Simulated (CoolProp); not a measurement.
Ethylbenzene along the isotherm 620 K: Z from the reference equation and from simpler models built on Tc = 617.1 K, pc = 3.622 MPa, ω = 0.304; each cubic takes its own stable root.

Computed with CoolProp (reference Helmholtz-energy equation of state, Zhou 2012).

| p (MPa) | phase | reference | van der Waals | Soave-Redlich-Kwong | Peng-Robinson |
|---|---|---|---|---|---|
| 1.65 | gas | 0.8197 | 0.8469 | 0.8284 | 0.8121 |
| 3.29 | gas | 0.5353 | 0.5985 | 0.5666 | 0.5384 |
| 4.94 | supercritical | 0.2205 | 0.3305 | 0.2789 | 0.2522 |
| 6.59 | supercritical | 0.2714 | 0.4007 | 0.3302 | 0.2976 |
| 8.23 | supercritical | 0.3242 | 0.4740 | 0.3856 | 0.3469 |
| 9.88 | supercritical | 0.3772 | 0.5476 | 0.4413 | 0.3968 |
| 11.5 | supercritical | 0.4286 | 0.6191 | 0.4953 | 0.4451 |
| 13.2 | supercritical | 0.4819 | 0.6932 | 0.5511 | 0.4952 |
| 14.8 | supercritical | 0.5314 | 0.7622 | 0.6029 | 0.5416 |
| 16.5 | supercritical | 0.5834 | 0.8346 | 0.6571 | 0.5903 |
| 18.1 | supercritical | 0.6318 | 0.9021 | 0.7074 | 0.6355 |
